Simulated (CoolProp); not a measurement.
Vapour-liquid equilibrium of CHF3 (R23) (1) + CH2F2 (R32) (2) at 0.0757 MPa; x and y are mole fractions of (1).

Model: multi-fluid Helmholtz-energy mixture model, Penoncello 2003 and Tillner-Roth 1997; pair parameters Bell 2016, in CoolProp.

Give the bubble temperature and the first vapour's composition at x = 0.5, 0.65, 0.95. Is there an azeotrope?

x = 0.5: 195.3 K, y = 0.850; x = 0.65: 192.0 K, y = 0.915; x = 0.95: 186.9 K, y = 0.991. No azeotrope shows between x = 0.05 and 0.95.

The pair parameters rest on a limited set of measurements; away from them the model extrapolates.
